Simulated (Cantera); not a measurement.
Feed: 1 mol MgSO4, 0.0069 mol C, 0.35 mol O2, 0.088 mol H2, held at 725 °C and 1.00 bar.

Method: chemical equilibrium by Gibbs-energy minimisation in Cantera with the NASA 1993 tables (ideal gas, pure condensed phases). Candidate condensed phases: C, C6H6, C7H8, C8H18, H2O, H2SO4, Mg, MgCO3, MgO, Mg(OH)2, MgS, MgSO4, S; 130 gas species. Kinetics and transport are ignored.

Base state: O2 0.759, H2O 0.223, CO2 0.0175 (mole fractions); condensed: MgSO4(s).

### Question
What changes in the equilibrium state with this change: temperature from 725 °C to 1602 °C?

### Answer
```tsv
species	before	after
SO2	2.98e-6	0.526
O2	0.759	0.421
H2O	0.223	0.0461
CO2	0.0175	0.00364
O	<1e-9	0.000156
SO	<1e-9	3.59e-5
MgSO4(s), mol	1.000	0
MgO(s), mol	0	1.000
```

### Question
What changes in the equilibrium state with this change: temperature from 725 °C to 1800 °C?

### Answer
```
species         before     after
-------------  -------  --------
SO2            2.98e-6     0.526
O2               0.759     0.420
H2O              0.223    0.0452
CO2             0.0175   0.00363
O                <1e-9  0.000745
SO               <1e-9  0.000228
H2               <1e-9   3.43e-5
MgSO4(s), mol    1.000         0
MgO(s), mol          0     1.000
```

### Question
What changes in the equilibrium state with this change: MgSO4 replaced by MgCO3?

### Answer
```json
[
 {"species": "CO2", "before": "0.0175", "after": "0.722"},
 {"species": "O2", "before": "0.759", "after": "0.215"},
 {"species": "H2O", "before": "0.223", "after": "0.0631"},
 {"species": "MgSO4(s), mol", "before": "1.000", "after": "0"},
 {"species": "MgO(s), mol", "before": "0", "after": "1.00"}
]
```
